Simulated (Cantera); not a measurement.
Feed: 1 mol Fe3O4, 3.4 mol CO, 4 mol H2, at 1330 Pa.

Method: chemical equilibrium by Gibbs-energy minimisation in Cantera with the NASA 1993 tables (ideal gas, pure condensed phases). Candidate condensed phases: C, C6H6, C7H8, C8H18, Fe, Fe(CO)5, FeO, Fe(OH)2, Fe(OH)3, Fe2O3, Fe3O4, H2O; 114 gas species. Each liquid is taken as pure. Mutual solubility and eutectic melting of coexisting phases are not modelled. The tables' stoichiometric FeO is somewhat more stable than real wüstite, so its field is too wide. FeO: taken at fixed stoichiometry. Kinetics and transport are ignored.

Problem. Which condensed phases are stable at each of these points (T (K)): 1398, 1498, 1598, 1698, 1798, 1898, 1998, 2098, 2198, 2298, 2398, 2498, 2598?

Solution. 
| T (K) | condensed phases | Fe condensed (%) |
|---|---|---|
| 1398 | Fe(γ) + FeO(s) | 100.0 |
| 1498 | Fe(γ) + FeO(s) | 100.0 |
| 1598 | Fe(γ) + FeO(s) | 100.0 |
| 1698 | Fe(δ) + FeO(l) | 99.9 |
| 1798 | Fe(δ) + FeO(l) | 99.5 |
| 1898 | Fe(l) + FeO(l) | 97.9 |
| 1998 | Fe(l) + FeO(l) | 93.1 |
| 2098 | FeO(l) | 79.4 |
| 2198 | FeO(l) | 61.6 |
| 2298 | FeO(l) | 36.6 |
| 2398 | FeO(l) | 0.8 |
| 2498 | gas only | 0.0 |
| 2598 | gas only | 0.0 |

From 1398 K to 1598 K the condensed part is Fe(γ) + FeO(s). From 1698 K to 1798 K the condensed part is Fe(δ) + FeO(l). From 1898 K to 1998 K the condensed part is Fe(l) + FeO(l). From 2098 K to 2398 K the condensed part is FeO(l). From 2498 K to 2598 K nothing is condensed.
